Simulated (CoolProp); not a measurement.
C2F6 (R116) along the isotherm 127.05 °C: Z from the reference equation and from simpler models built on Tc = 19.9 °C, pc = 3.048 MPa, ω = 0.257; each cubic takes its own stable root.

The numbers come from the reference Helmholtz-energy equation of state, Lemmon 2006 in CoolProp. It is a short technical equation, of lower accuracy than the large ones.

```csv
p (MPa),phase,reference
0.847,gas,0.9705
1.69,gas,0.9415
2.54,gas,0.9130
3.39,supercritical,0.8854
4.23,supercritical,0.8595
5.08,supercritical,0.8353
5.93,supercritical,0.8136
6.77,supercritical,0.7954
7.62,supercritical,0.7807
```

### Question
How far does each simpler model (van der Waals, Redlich-Kwong, Soave-Redlich-Kwong, Peng-Robinson) lie from the reference over these 9 states: mean and median of the absolute difference, and the worst?

### Answer
- van der Waals: mean 7.5 %, median 7.5 %, worst -13.5 % at 127.05 °C and 7.62 MPa
- Redlich-Kwong: mean 4.3 %, median 4.5 %, worst -7.1 % at 127.05 °C and 7.62 MPa
- Soave-Redlich-Kwong: mean 1.7 %, median 1.4 %, worst +4.2 % at 127.05 °C and 7.62 MPa
- Peng-Robinson: mean 1.5 %, median 1.6 %, worst -2.0 % at 127.05 °C and 4.23 MPa
